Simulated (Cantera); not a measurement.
Cantera run:

```python
import numpy as np
import cantera as ct

gas_names = """
    H2 H2O
""".split()
cond_names = """
    SrO(s) SrO(L) Sr(a) Sr(b) Sr(L)
""".split()


# ... load() reads the species with a 1 bar reference pressure and builds the phases ...
species = {s.name: s for s in load("nasa_gas.yaml", gas_names) + load("nasa_condensed.yaml", cond_names)}
# Each term lists the table entries of one substance; the one whose range holds T is used.
reactions = {
    'H2(g) + SrO = H2O(g) + Sr':
        [(-1, ['H2']), (-1, ['SrO(s)', 'SrO(L)']), (1, ['H2O']), (1, ['Sr(a)', 'Sr(b)', 'Sr(L)'])],
}


def pick(names, T):
    return next(species[n] for n in names if species[n].thermo.min_temp <= T <= species[n].thermo.max_temp)


results = []
for label, terms in reactions.items():
    print(label)
    print("     T/K   dH/kJ  dS/(J/K)   dG/kJ   log10 K")
    for T in [575, 625, 675, 725, 775, 825, 875, 925, 975, 1025]:
        used = [(nu, pick(names, T)) for nu, names in terms]
        dH = sum(nu * s.thermo.h(T) for nu, s in used) / 1e6
        dS = sum(nu * s.thermo.s(T) for nu, s in used) / 1e3
        dG = dH - T * dS / 1e3
        logK = -dG * 1e6 / (ct.gas_constant * T * np.log(10))
        results.append((label, T, dH, dS, dG, logK, [s.name for _, s in used]))
        print(f"{T:8g} {dH:8.1f} {dS:8.1f} {dG:8.1f} {logK:8.2f}")
```

Output:

```
H2(g) + SrO = H2O(g) + Sr
     T/K   dH/kJ  dS/(J/K)   dG/kJ   log10 K
     575    345.9     47.5    318.6   -28.94
     625    345.1     46.2    316.3   -26.43
     675    344.4     45.0    314.0   -24.30
     725    343.6     43.9    311.8   -22.46
     775    342.9     42.9    309.6   -20.87
     825    343.0     43.1    307.5   -19.47
     875    342.2     42.2    305.3   -18.23
     925    341.5     41.3    303.2   -17.12
     975    340.7     40.6    301.2   -16.14
    1025    340.0     39.8    299.2   -15.25
```

Standard-state values (1 bar) from the NASA 1993 polynomials, evaluated with Cantera. Condensed species are held in their standard states even where they would react or evaporate.
